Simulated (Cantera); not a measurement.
Low-pressure radical oxidation in H2/O2

An isothermal, constant-pressure homogeneous reactor starts with H2 : O2 : N2 : H2O = 0.11 : 1 : 0.3 : 0.0079 (molar parts), at 1073 K and 10.5 Torr.

Cantera simulation using the H2/O2 subset of GRI-Mech 3.0, which has no nitrogen chemistry; the numbers are that mechanism's predictions, not measurements. Radical loss at walls, strong at low pressure, is not modelled. The temperature is held fixed by assumption; the heat of reaction is taken as removed at once.

| t (s) | x H2 | x O2 | x H2O2 | x O | x HO2 |
|---|---|---|---|---|---|
| 5.00e-6 | 0.0776 | 0.705 | <1e-12 | <1e-12 | 1.79e-11 |
| 1.29e-5 | 0.0776 | 0.705 | <1e-12 | 2.62e-12 | 4.63e-11 |
| 3.35e-5 | 0.0776 | 0.705 | <1e-12 | 1.63e-11 | 1.20e-10 |
| 8.65e-5 | 0.0776 | 0.705 | <1e-12 | 9.53e-11 | 3.11e-10 |
| 0.000224 | 0.0776 | 0.705 | <1e-12 | 5.70e-10 | 8.07e-10 |
| 0.000579 | 0.0776 | 0.705 | 1.18e-12 | 5.81e-9 | 2.15e-9 |
| 0.00150 | 0.0776 | 0.705 | 1.14e-11 | 6.82e-7 | 1.51e-8 |
| 0.00387 | 0.0303 | 0.678 | 3.56e-7 | 0.0152 | 5.81e-6 |
| 0.0100 | 0.00187 | 0.669 | 1.38e-7 | 0.0240 | 6.28e-6 |
| 0.0259 | 0.000792 | 0.684 | 1.61e-7 | 0.00978 | 5.56e-6 |
| 0.0670 | 0.000164 | 0.691 | 1.52e-7 | 0.00201 | 3.37e-6 |
| 0.173 | 2.35e-5 | 0.693 | 9.70e-8 | 0.000294 | 1.21e-6 |
| 0.448 | 3.65e-6 | 0.693 | 4.56e-8 | 4.77e-5 | 3.14e-7 |
| 1.16 | 7.24e-7 | 0.693 | 1.90e-8 | 9.91e-6 | 8.08e-8 |
| 3.00 | 1.80e-7 | 0.693 | 7.69e-9 | 2.56e-6 | 2.32e-8 |
x: mole fraction; the columns are a selection and need not sum to one.

Equilibrium at this temperature and pressure: H2 5.88e-10, O2 0.693, H2O2 5.74e-11, O 8.81e-9, HO2 2.17e-9 (gas phase only).
